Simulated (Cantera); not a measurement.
# Roasting and sulfation: FeS2 + SO3 + N2 + H2S

Input: 1 mol FeS2, 1.5 mol SO3, 9.8 mol N2, 0.23 mol H2S, at 1323 K and 0.360 bar.

Equilibrium computed with Cantera from the NASA thermochemical tables; the gas is ideal and each condensed phase is pure. Candidate condensed phases: Fe, FeO, Fe(OH)2, Fe(OH)3, FeS, FeSO4, FeS2, Fe2O3, Fe2(SO4)3, Fe3O4, H2O, H2SO4, S; 38 gas species. Mutual solubility and eutectic melting of coexisting phases are not modelled. FeS: taken at fixed stoichiometry. Equilibrium is a limit: real reactors are often held back by kinetics, nucleation or transport.

```
Item                                         Value
-------------------------------------  -----------
x(N2)                                        0.786
x(SO2)                                       0.170
x(S2)                                       0.0234
x(H2O)                                      0.0176
x(S2O)                                    0.000996
x(SO)                                     0.000487
x(H2)                                     0.000473
x(H2S)                                    0.000417
x(SH)                                      2.43e-5
n(FeS(s))                                0.988 mol
n(Fe3O4(s))                            0.00412 mol
gas amount                               12.46 mol
log10 activity of S(l) (absent)              -2.03
log10 activity of Fe(γ) (absent)             -2.05
log10 activity of Fe(OH)2(s) (absent)        -7.59
```
